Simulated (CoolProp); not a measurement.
Computed with CoolProp (reference Helmholtz-energy equation of state, Lemmon 2000). It is a pseudo-pure fit of the blend.

For dry air, give the phase and the Z, cp (kJ/(kg K)), cv (kJ/(kg K)), speed of sound (m/s) at 78.2 K and 16.1 MPa; 120.8 K and 16.1 MPa.


- 78.2 K and 16.1 MPa: liquid; Z 0.787, cp 1.84, cv 1.08, speed of sound 974
- 120.8 K and 16.1 MPa: liquid; Z 0.631, cp 1.93, cv 0.925, speed of sound 665
